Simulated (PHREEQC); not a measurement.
Solution A (0.022 mol/kgw Cu(NO3)2, 0.00058 mol/kgw HNO3 and 0.0005 mol/kgw KCl) is mixed with solution B (24 mmol/kgw NaHSO4, 5.3 mmol/kgw NaF and 5.6 mmol/kgw LiCl) at 20 °C; shares are by mass of water, 1 kg in all. O2 is buffered at 0.21 atm. CO2 from the air is kept out. No solid was allowed to form.

Model: ion-association model, wateq4f.dat, run in PHREEQC.

```
share of solution B          pH  Cu+2 (mol/kgw)  HF (mol/kgw)  SO4-2 (mol/kgw)  HSO4- (mol/kgw)  CuSO4 (mol/kgw)  F- (mol/kgw)
-------------------  ----------  --------------  ------------  ---------------  ---------------  ---------------  ------------
0                          3.31          0.0220             0                0                0                0             0
0.1                        2.69          0.0188      0.000349          0.00132         0.000127         0.000945      0.000157
0.2                        2.47          0.0159      0.000807          0.00267         0.000429          0.00166      0.000220
0.3                        2.34          0.0132       0.00129          0.00408         0.000889          0.00214      0.000259
0.4                        2.25          0.0108       0.00178          0.00554          0.00149          0.00240      0.000290
0.5                  (withheld)         0.00852       0.00227          0.00707          0.00223          0.00244    (withheld)
0.6                        2.13         0.00648       0.00276          0.00866          0.00308          0.00228    (withheld)
0.7                        2.09         0.00463       0.00325       (withheld)          0.00403          0.00193      0.000366
0.8                        2.05         0.00295       0.00374           0.0120          0.00507          0.00143      0.000390
0.9                        2.02      (withheld)       0.00422           0.0138          0.00618         0.000774      0.000413
1                          2.00               0       0.00470           0.0156          0.00735                0      0.000436
```

Task: Some entries are withheld; supply them.

Result: 
- 0.5, pH: 2.18
- 0.5, F- (mol/kgw): 0.000317
- 0.6, F- (mol/kgw): 0.000342
- 0.7, SO4-2 (mol/kgw): 0.0103
- 0.9, Cu+2 (mol/kgw): 0.00141

Species that the database lacks are ignored.
